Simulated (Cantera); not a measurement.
## Premixed flame

A freely propagating, adiabatic, planar premixed flame of CH₄ : H₂ : O₂ : N₂ = 1 : 0.047 : 2.04 : 7.67 (molar parts), equivalence ratio 0.99, unburnt at 600 K and 97.5 Torr; mixture-averaged transport, grid criteria slope 0.08 and curve 0.16, no radiation.

Cantera simulation using GRI-Mech 3.0 (53 species, 325 reactions); the numbers are that mechanism's predictions, not measurements. Burning velocities carry a grid error of a few per cent, more on coarse grids.

```tsv
z (mm)	T (K)	u (m/s)	x CH₄	x H₂	x O₂	x C₂H₆	x H	x HO₂
-5.95	600	1.91	0.0929	0.00492	0.190	1.94e-8	1.56e-8	5.03e-7
-3.97	601	1.92	0.0927	0.00636	0.189	6.73e-7	6.28e-7	6.05e-6
-2.97	604	1.93	0.0923	0.00853	0.189	5.81e-6	5.24e-6	1.96e-5
-1.98	641	2.06	0.0895	0.0137	0.186	8.38e-5	6.61e-5	3.84e-5
-0.991	938	3.07	0.0690	0.0243	0.163	0.000868	0.000740	4.71e-5
-0.496	1316	4.36	0.0397	0.0300	0.125	0.000790	0.00229	0.000134
0	1693	5.68	0.0112	0.0305	0.0778	7.71e-5	0.00622	0.000118
0.496	1859	6.26	0.00127	0.0244	0.0473	6.81e-7	0.0112	1.93e-5
0.991	1894	6.37	7.72e-5	0.0200	0.0347	<1e-8	0.0144	2.46e-6
1.98	1914	6.41	2.69e-7	0.0188	0.0282	<1e-8	0.0167	1.28e-6
3.97	1936	6.46	<1e-8	0.0193	0.0258	<1e-8	0.0172	1.16e-6
7.93	1964	6.54	<1e-8	0.0190	0.0247	<1e-8	0.0159	1.08e-6
15.9	2007	6.66	<1e-8	0.0180	0.0235	<1e-8	0.0135	9.73e-7
```
x: mole fraction of selected species; z is measured from the peak of heat release.

```
Quantity                    Result
------------------------  --------
laminar burning velocity  191 cm/s
thermal thickness          1.98 mm
peak x(C₂H₆)               0.00104
peak x(H)                   0.0172
peak x(HO₂)               0.000159
grid points                    152
```
